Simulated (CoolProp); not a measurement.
Vapour pressure (kPa) of n-perfluorobutane: the reference equation beside estimates from Tc = 386.3 K, pc = 2322 kPa, ω = 0.372.

Computed with CoolProp (reference Helmholtz-energy equation of state, Gao 2022).

```json
[
 {"T (K)": "287.7", "reference": "188.4", "Lee-Kesler": "189.1", "Redlich-Kwong": "335.3", "Soave-Redlich-Kwong": "189.1", "Peng-Robinson": "187.7"},
 {"T (K)": "296.6", "reference": "254.2", "Lee-Kesler": "255.3", "Redlich-Kwong": "423.1", "Soave-Redlich-Kwong": "255.7", "Peng-Robinson": "253.2"},
 {"T (K)": "305.6", "reference": "337.1", "Lee-Kesler": "…", "Redlich-Kwong": "526.9", "Soave-Redlich-Kwong": "…", "Peng-Robinson": "336.0"},
 {"T (K)": "314.5", "reference": "…", "Lee-Kesler": "439.8", "Redlich-Kwong": "645.8", "Soave-Redlich-Kwong": "442.7", "Peng-Robinson": "436.9"},
 {"T (K)": "323.4", "reference": "559.2", "Lee-Kesler": "561.9", "Redlich-Kwong": "781.8", "Soave-Redlich-Kwong": "567.1", "Peng-Robinson": "559.5"},
 {"T (K)": "332.3", "reference": "704.4", "Lee-Kesler": "707.9", "Redlich-Kwong": "936.1", "Soave-Redlich-Kwong": "716.2", "Peng-Robinson": "706.7"},
 {"T (K)": "341.2", "reference": "876.3", "Lee-Kesler": "880.7", "Redlich-Kwong": "1110", "Soave-Redlich-Kwong": "892.7", "Peng-Robinson": "881.5"},
 {"T (K)": "350.1", "reference": "1078", "Lee-Kesler": "1084", "Redlich-Kwong": "1304", "Soave-Redlich-Kwong": "…", "Peng-Robinson": "1087"},
 {"T (K)": "359", "reference": "1314", "Lee-Kesler": "1321", "Redlich-Kwong": "1519", "Soave-Redlich-Kwong": "1340", "Peng-Robinson": "1327"},
 {"T (K)": "367.9", "reference": "1589", "Lee-Kesler": "1598", "Redlich-Kwong": "1756", "Soave-Redlich-Kwong": "…", "Peng-Robinson": "1606"},
 {"T (K)": "376.8", "reference": "1910", "Lee-Kesler": "1920", "Redlich-Kwong": "2017", "Soave-Redlich-Kwong": "1935", "Peng-Robinson": "1927"}
]
```

Q: What belongs in the gaps?

A: 
- 305.6, Lee-Kesler: 338.7
- 305.6, Soave-Redlich-Kwong: 340.0
- 314.5, reference: 437.6
- 350.1, Soave-Redlich-Kwong: 1100
- 367.9, Soave-Redlich-Kwong: 1617

Absolute difference from the reference over all 11 rows, mean and median: Lee-Kesler 0.5 and 0.5 %, Redlich-Kwong 36.4 and 32.9 %, Soave-Redlich-Kwong 1.4 and 1.4 %, Peng-Robinson 0.5 and 0.4 %.
